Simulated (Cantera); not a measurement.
Input: 1 mol Cu2O, 8.2 mol CO, 4.2 mol N2, equilibrated at 1948 K and 1.00 Torr.

Cantera equilibrium calculation (NASA polynomials, part measured and part estimated; ideal gas, pure solids and liquids). Candidate condensed phases: C, Cu, CuO, Cu2O; 27 gas species. The numbers say what is thermodynamically allowed, not how fast it happens.

Base state: CO 0.500, N2 0.292, Cu 0.139, CO2 0.0694, O 3.91e-5, Cu2 3.38e-5, NO 2.82e-5, O2 1.03e-5 (mole fractions); condensed: gas only.

**Question.** What changes in the equilibrium state with this change: temperature from 1948 K to 1125 K?

**Answer.** 
| species | before | after |
|---|---|---|
| CO | 0.500 | 0.581 |
| N2 | 0.292 | 0.339 |
| CO2 | 0.0694 | 0.0806 |
| Cu | 0.139 | 1.00e-6 |
| O | 3.91e-5 | <1e-9 |
| Cu2 | 3.38e-5 | <1e-9 |
| Cu(s), mol | 0 | 2.00 |
